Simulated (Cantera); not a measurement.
acetone + O₂ + N₂ (carbon deposition, reforming and gasification)

Input: 1 mol acetone, 1 mol O₂, 0.18 mol N₂, at 2675 K and 15.0 Pa.

Cantera equilibrium calculation (NASA polynomials, part measured and part estimated; ideal gas, pure solids and liquids). Candidate condensed phases: C, C₆H₆, C₇H₈, C₈H₁₈, H₂O; 136 gas species. The feed counts by its element totals alone. Rates play no part.

| Item | Result |
|---|---|
| x(H) | 0.624 |
| x(CO) | 0.334 |
| x(H₂) | 0.0219 |
| x(N₂) | 0.0200 |
| x(N) | 1.54e-5 |
| x(O) | 6.14e-6 |
| x(C) | 3.95e-6 |
| x(CN) | 1.74e-6 |
| gas amount | 8.983 mol |
| log10 activity of C(graphite) (absent) | -3.42 |
